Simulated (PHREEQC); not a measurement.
A solution holds 0.07 mol/kgw CuCl2, 4.3e-05 mol/kgw H3BO3 and 0.00082 mol/kgw KHCO3, at 45 °C. Closed to the air; pH follows from the charge balance.

Equilibrium calculation in PHREEQC: ion-association model, wateq4f.dat.

No solid was allowed to form.

### Question
Order these Cu species by the share of Cu that they hold, largest first: CuCl2, Cu+2, CuCl+, CuHCO3+, Cu2(OH)2+2.

### Answer
Cu+2 (77 %), CuCl+ (21 %), Cu2(OH)2+2 (0.97 %), CuCl2 (0.84 %), CuHCO3+ (0.21 %)

### Question
Order these C species by the share of C that they hold, largest first: CO2, CuCO3, CuHCO3+, HCO3-.

### Answer
CO2 (80 %), CuHCO3+ (18 %), HCO3- (2.0 %), CuCO3 (0.30 %)

The pH is 4.54 and the ionic strength 0.178 mol/kgw. Saturation is exceeded, for instance for Atacamite, Malachite; the values hold only as long as no solid forms. At this temperature some constants are extrapolated from 25 °C, and those without enthalpy data are left unchanged.
